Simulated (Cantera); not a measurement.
## NO annealing gas

An isothermal, constant-pressure homogeneous reactor starts with 84.0 % NO, 16.0 % N₂, at 1523 K and 100.0 Torr.

Model: GRI-Mech 3.0 (53 species, 325 reactions), integrated in Cantera.

```json
[
 {"t (s)": "9.00e-6", "x NO": "0.840", "x NO₂": "1.50e-10", "x O": "1.03e-8", "x O₂": "<1e-12", "x N₂": "0.160", "x N₂O": "1.04e-8"},
 {"t (s)": "3.85e-5", "x NO": "0.840", "x NO₂": "2.66e-9", "x O": "4.20e-8", "x O₂": "6.88e-12", "x N₂": "0.160", "x N₂O": "4.47e-8"},
 {"t (s)": "0.000165", "x NO": "0.840", "x NO₂": "4.28e-8", "x O": "1.49e-7", "x O₂": "1.12e-10", "x N₂": "0.160", "x N₂O": "1.91e-7"},
 {"t (s)": "0.000707", "x NO": "0.840", "x NO₂": "4.95e-7", "x O": "3.25e-7", "x O₂": "1.46e-9", "x N₂": "0.160", "x N₂O": "8.18e-7"},
 {"t (s)": "0.00303", "x NO": "0.840", "x NO₂": "3.14e-6", "x O": "3.77e-7", "x O₂": "1.54e-8", "x N₂": "0.160", "x N₂O": "3.48e-6"},
 {"t (s)": "0.0130", "x NO": "0.840", "x NO₂": "1.47e-5", "x O": "4.39e-7", "x O₂": "2.14e-7", "x N₂": "0.160", "x N₂O": "1.46e-5"},
 {"t (s)": "0.0555", "x NO": "0.840", "x NO₂": "6.28e-5", "x O": "6.73e-7", "x O₂": "4.77e-6", "x N₂": "0.160", "x N₂O": "5.62e-5"},
 {"t (s)": "0.238", "x NO": "0.840", "x NO₂": "0.000173", "x O": "1.13e-6", "x O₂": "0.000110", "x N₂": "0.160", "x N₂O": "0.000161"},
 {"t (s)": "1.02", "x NO": "0.838", "x NO₂": "0.000220", "x O": "1.36e-6", "x O₂": "0.000959", "x N₂": "0.161", "x N₂O": "0.000228"},
 {"t (s)": "4.36", "x NO": "0.830", "x NO₂": "0.000289", "x O": "1.69e-6", "x O₂": "0.00477", "x N₂": "0.165", "x N₂O": "0.000224"},
 {"t (s)": "18.7", "x NO": "0.799", "x NO₂": "0.000469", "x O": "2.58e-6", "x O₂": "0.0204", "x N₂": "0.180", "x N₂O": "0.000205"},
 {"t (s)": "80.0", "x NO": "0.686", "x NO₂": "0.000748", "x O": "4.46e-6", "x O₂": "0.0765", "x N₂": "0.237", "x N₂O": "0.000148"}
]
```
x: mole fraction; the columns are a selection and need not sum to one.

Equilibrium at this temperature and pressure: NO 0.00166, NO₂ 4.28e-6, O 9.85e-6, O₂ 0.419, N₂ 0.579, N₂O 3.17e-8 (gas phase only).
